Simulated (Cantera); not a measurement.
A closed system holds: 1 mol SiF₄, 19 mol NH₃, 14 mol N₂, at 625 °C and 0.000210 bar.

Cantera equilibrium calculation (NASA polynomials, part measured and part estimated; ideal gas, pure solids and liquids). Candidate condensed phases: Si, Si₃N₄; 37 gas species. Kinetics and transport are ignored.

Base state: H₂ 0.538, N₂ 0.443, SiF₄ 0.0188, HF 0.000257, SiHF₃ 1.32e-5 (mole fractions); condensed: Si₃N₄(s).

Q: What changes in the equilibrium state with this change: SiF₄ replaced by SiCl₄?

A: 
```
species          before   after
-------------  --------  ------
H₂                0.538   0.497
N₂                0.443   0.428
HCl                   0  0.0750
SiF₄             0.0188       0
HF             0.000257       0
SiHF₃           1.32e-5       0
Si₃N₄(s), mol   0.00107   0.333
```
Further candidate phases: NH₄Cl.
